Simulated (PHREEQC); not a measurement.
PHREEQC input (ion-association model, phreeqc.dat):

```
SOLUTION_SPECIES
  CO3-2 + 10 H+ + 8 e- = CH4 + 3 H2O  # shut off: no methane
    -log_k -100
    -delta_h 0
    -analytic -100
SOLUTION 1
  temp 25
  units mol/kgw
  pH 7 charge
END
SELECTED_OUTPUT 1
  -reset false
  -pH true
  -pe true
  -ionic_strength true
  -water true
  -totals C C(-4) C(4) Ntg
  -molalities H+ CO3-2 OH- HCO3- CO2 (CO2)2
USER_PUNCH 1
  -headings p_CO2(g) phi_CO2(g) p_Ntg(g) phi_Ntg(g) p_H2O(g) phi_H2O(g) density
  10 PUNCH PR_P("CO2(g)"), PR_PHI("CO2(g)"), PR_P("Ntg(g)"), PR_PHI("Ntg(g)"), PR_P("H2O(g)"), PR_PHI("H2O(g)"), RHO
PRINT
  -reset false
USE solution 1
REACTION_TEMPERATURE 1
  10
GAS_PHASE 1
  -fixed_pressure
  -pressure 5
  -temperature 10
  -volume 20
  CO2(g) 3.45
  Ntg(g) 1.55
  H2O(g) 0
END
# ... the last block is repeated for the other 8 points of T (°C)
```

Selected output (columns that matter, 9 of 9 rows; T (°C) added in front):

```
T (°C)	pH	mu	C	Ntg	m_H+	m_OH-	m_CO2	p_CO2(g)	phi_CO2(g)	p_Ntg(g)	phi_Ntg(g)	p_H2O(g)	phi_H2O(g)	density
10	3.6097	0.00024993	0.17588	0.0013667	0.00024993	1.2202e-11	0.17497	3.3778	0.96906	1.6093	1.0021	0.012849	0.95637	1.0017
20	3.6364	0.00023495	0.12891	0.0011384	0.00023495	3.0208e-11	0.12817	3.3858	0.97207	1.5899	1.0024	0.024238	0.9599	0.99966
30	3.6679	0.00021849	0.098602	0.0009813	0.00021849	6.9642e-11	0.09797	3.3828	0.97474	1.5736	1.0026	0.043664	0.96297	0.99675
40	3.7031	0.00020141	0.078147	0.00087029	0.00020141	1.5061e-10	0.077597	3.3679	0.97709	1.5566	1.0028	0.075466	0.96559	0.9931
50	3.7415	0.00018426	0.063758	0.00079001	0.00018426	3.0756e-10	0.063273	3.3384	0.97917	1.5359	1.0031	0.12563	0.96775	0.98876
60	3.7831	0.00016737	0.053219	0.0007304	0.00016737	5.9677e-10	0.052788	3.2896	0.98102	1.5083	1.0034	0.20214	0.96943	0.98381
70	3.8279	0.00015092	0.04517	0.00068426	0.00015092	1.1067e-09	0.044786	3.2146	0.98266	1.47	1.0038	0.31534	0.97062	0.9783
80	3.8762	0.00013497	0.038731	0.00064586	0.00013497	1.9727e-09	0.038391	3.105	0.98416	1.4168	1.0043	0.47823	0.97132	0.97226
90	3.9289	0.00011948	0.0333	0.00060998	0.00011948	3.4005e-09	0.033004	2.9498	0.98557	1.3435	1.0051	0.70671	0.97153	0.96573
```

Constants without temperature data keep their 25 °C values here.
